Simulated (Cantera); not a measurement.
What does this Cantera script print?

```python
import numpy as np
import cantera as ct

gas = ct.Solution("h2o2.yaml")
gas.TPX = 523, 101325, {'H2': 1, 'O2': 0.357, 'N2': 1.34, 'H2O': 0.038}
inlet = ct.Reservoir(gas, clone=True)
gas.equilibrate("HP")  # start burning
reactor = ct.IdealGasConstPressureReactor(gas, energy="on", clone=False)
exhaust = ct.Reservoir(gas, clone=True)
tau = [0.08, 0.028, 0.0097, 0.0034, 0.0012, 0.00041, 0.00014, 5e-05, 1.7e-05][0]
for a, b in ((inlet, reactor), (reactor, exhaust)):
    ct.MassFlowController(a, b, mdot=lambda t: reactor.mass / tau)
net = ct.ReactorNet([reactor])
show = ['H2', 'O2', 'O', 'HO2', 'OH']

rows = []
print(f"{'tau/s':>10s}{'T/K':>9s}" + "".join(f"{s:>11s}" for s in show))
for tau in [0.08, 0.028, 0.0097, 0.0034, 0.0012, 0.00041, 0.00014, 5e-05, 1.7e-05]:
    net.initial_time = 0.0
    net.advance(30 * tau)
    before = gas.X
    net.advance(40 * tau)
    drift = np.max(np.abs(gas.X - before) / (gas.X + 1e-9))
    rows.append([gas.T, *gas[show].X, drift])
    print(f"{tau:10.3e}{gas.T:9.1f}" + "".join(f"{x:11.3e}" for x in gas[show].X))
```

Result:

```
     tau/s      T/K         H2         O2          O        HO2         OH
 8.000e-02   2399.8  1.183e-01  1.438e-04  1.193e-04  9.098e-08  3.188e-03
 2.800e-02   2386.4  1.180e-01  2.215e-04  1.729e-04  1.422e-07  3.790e-03
 9.700e-03   2357.5  1.174e-01  4.164e-04  3.165e-04  2.770e-07  4.996e-03
 3.400e-03   2304.8  1.164e-01  8.627e-04  6.620e-04  5.788e-07  6.883e-03
 1.200e-03   2219.0  1.150e-01  1.792e-03  1.395e-03  1.171e-06  9.197e-03
 4.100e-04   2087.4  1.130e-01  3.568e-03  2.760e-03  2.331e-06  1.126e-02
 1.400e-04   1911.8  1.105e-01  6.485e-03  4.682e-03  4.584e-06  1.186e-02
 5.000e-05   1712.2  1.093e-01  1.110e-02  6.497e-03  9.140e-06  1.040e-02
 1.700e-05   1474.6  1.256e-01  2.356e-02  7.202e-03  2.407e-05  6.967e-03
```

Detailed kinetics in Cantera: the H2/O2 subset of GRI-Mech 3.0, which has no nitrogen chemistry.
